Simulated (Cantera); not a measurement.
What does this Cantera script print?

```python
import numpy as np
import cantera as ct

gas_names = """
    H H2 Si SiH SiH2 SiH3 SiH4 Si2 Si3
""".split()
cond_names = """
    Si(cr) Si(L)
""".split()


# ... load() reads the species with a 1 bar reference pressure and builds the phases ...
atoms = {
    'Si3H8': {'Si': 3, 'H': 8},
    'H2': {'H': 2},
}
top_T = {}  # K; cautious upper limits of use, not melting points


# ... equilibrate(T, P, feed) seeds the gas with the atoms and calls Mixture.equilibrate('TP', solver="vcs", rtol=1e-11, max_steps=5000) ...
results = []
feed = {'Si3H8': 1, 'H2': 4.1}  # mol
T = 800  # K
P = 1333.22  # Pa
mix = equilibrate(T, P, feed)
results.append((T, P, feed, dict(zip(mix.species_names, mix.species_moles))))
x = sorted(zip(gas.X, gas.species_names), reverse=True)
print(f"T = {T:g} K  P = {P:g} Pa  gas = {mix.phase_moles(0):.4g} mol")
print("   x: " + "  ".join(f"{s} {v:.3e}" for v, s in x if v > 0.0001))
print("   condensed (mol): " + ("  ".join(f"{mix.phase(i).name} {mix.phase_moles(i):.4g}"
      for i in range(1, mix.n_phases) if mix.phase_moles(i) > 1e-12) or "none"))
```

Result:

```
T = 800 K  P = 1333.22 Pa  gas = 8.1 mol
   x: H2 1.000e+00
   condensed (mol): Si(cr) 3
```

Equilibrium computed with Cantera from the NASA thermochemical tables; the gas is ideal and each condensed phase is pure. The feed counts by its element totals alone.
